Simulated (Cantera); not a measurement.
A Cantera script and what it prints.

```python
import numpy as np
import cantera as ct

gas_names = """
    B BH BH2 BH3 BN BO BO2 B2 B2O B2O2 B2O3 B3O3H3 H HBO HBO2 HNO HNO2 HNO3 HO2 H2 H2O H2O2 H3B3O6 N NH
    NH2 NH3 NH2OH NO NO2 NO3 N2 N2H2 N2H4 N2O O OH O2 O3
""".split()
cond_names = """
    B(b) B(L) BN(s) B2O3(L) B3O3H3(cr) H2O(s) H2O(L)
""".split()


# ... load() reads the species with a 1 bar reference pressure and builds the phases ...
atoms = {
    'B2H6': {'B': 2, 'H': 6},
    'H2O': {'H': 2, 'O': 1},
    'N2': {'N': 2},
    'O2': {'O': 2},
}
top_T = {'BN(s)': 3200}  # K; cautious upper limits of use, not melting points


# ... equilibrate(T, P, feed) seeds the gas with the atoms and calls Mixture.equilibrate('TP', solver="vcs", rtol=1e-11, max_steps=5000) ...
results = []
T = 1973  # K
P = 6600  # Pa
for m in [0.61, 0.7, 0.8, 0.92, 1, 1.2, 1.4, 1.6, 1.8, 2, 2.3, 2.7, 3.1]:
    feed = {'B2H6': 1, 'H2O': 2.9, 'N2': 180, 'O2': m}  # mol
    mix = equilibrate(T, P, feed)
    results.append((T, P, feed, dict(zip(mix.species_names, mix.species_moles))))

top = {s: max(r[3][s] / sum(r[3][g] for g in gas_names) for r in results) for s in gas_names}
cols = sorted((s for s in top if top[s] > 0.001), key=lambda s: -top[s])[:7]
seen = [c for c in cond_names if any(r[3].get(c, 0) > 1e-12 for r in results)]
print("log10 of partial pressures in bar; condensed amounts in mol")
print(f"{'n(O2)':>10s}" + "".join(f"{s[:9]:>10s}" for s in cols + seen))
for T, P, feed, n in results:
    ng = sum(n[g] for g in gas_names)
    print(f"{feed['O2']:10.4g}" + "".join(f"{np.log10(max(n[s] / ng * P / 1e5, 1e-99)):10.3f}" for s in cols)
          + "".join(f"{n.get(c, 0):10.4g}" for c in seen))
```

Result:

```
log10 of partial pressures in bar; condensed amounts in mol
     n(O2)        N2       H2O        H2      HBO2      B2O3
      0.61    -1.197    -3.735    -2.786    -3.346    -3.956
       0.7    -1.197    -3.637    -2.802    -3.320    -4.002
       0.8    -1.197    -3.544    -2.821    -3.297    -4.050
      0.92    -1.197    -3.449    -2.844    -3.276    -4.103
         1    -1.197    -3.394    -2.861    -3.265    -4.137
       1.2    -1.197    -3.277    -2.906    -3.244    -4.212
       1.4    -1.197    -3.182    -2.957    -3.230    -4.277
       1.6    -1.197    -3.103    -3.015    -3.219    -4.335
       1.8    -1.197    -3.035    -3.081    -3.211    -4.386
         2    -1.197    -2.976    -3.160    -3.204    -4.433
       2.3    -1.197    -2.900    -3.312    -3.197    -4.494
       2.7    -1.197    -2.818    -3.650    -3.191    -4.564
       3.1    -1.197    -2.775    -4.217    -3.192    -4.609
```

Method: chemical equilibrium by Gibbs-energy minimisation in Cantera with the NASA 1993 tables (ideal gas, pure condensed phases). The feed counts by its element totals alone.
